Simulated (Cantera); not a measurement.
NH3 + H2O + H2 (abatement and gas-phase synthesis)

A closed system holds: 1 mol NH3, 5.6 mol H2O, 0.15 mol H2, held at 250 Pa.

Cantera equilibrium calculation (NASA polynomials, part measured and part estimated; ideal gas, pure solids and liquids). Candidate condensed phases: H2O; 24 gas species. Equilibrium is a limit: real reactors are often held back by kinetics, nucleation or transport.

From 2450 K to 3050 K nothing is condensed.

```json
[
 {"T (K)": "2450", "x H": "0.186", "x H2O": "0.407", "x O": "0.0396", "x H2": "0.215", "x OH": "0.0688", "x N2": "0.0507", "x O2": "0.0308"},
 {"T (K)": "2550", "x H": "0.282", "x H2O": "0.271", "x O": "0.0735", "x H2": "0.205", "x OH": "0.0818", "x N2": "0.0441", "x O2": "0.0397"},
 {"T (K)": "2650", "x H": "0.393", "x H2O": "0.150", "x O": "0.118", "x H2": "0.176", "x OH": "0.0820", "x N2": "0.0374", "x O2": "0.0410"},
 {"T (K)": "2750", "x H": "0.497", "x H2O": "0.0683", "x O": "0.165", "x H2": "0.132", "x OH": "0.0691", "x N2": "0.0319", "x O2": "0.0343"},
 {"T (K)": "2850", "x H": "0.577", "x H2O": "0.0259", "x O": "0.204", "x H2": "0.0881", "x OH": "0.0499", "x N2": "0.0282", "x O2": "0.0240"},
 {"T (K)": "2950", "x H": "0.630", "x H2O": "0.00876", "x O": "0.232", "x H2": "0.0544", "x OH": "0.0324", "x N2": "0.0261", "x O2": "0.0148"},
 {"T (K)": "3050", "x H": "0.661", "x H2O": "0.00284", "x O": "0.248", "x H2": "0.0324", "x OH": "0.0200", "x N2": "0.0250", "x O2": "0.00859"}
]
```
x: gas mole fraction; nothing condenses.
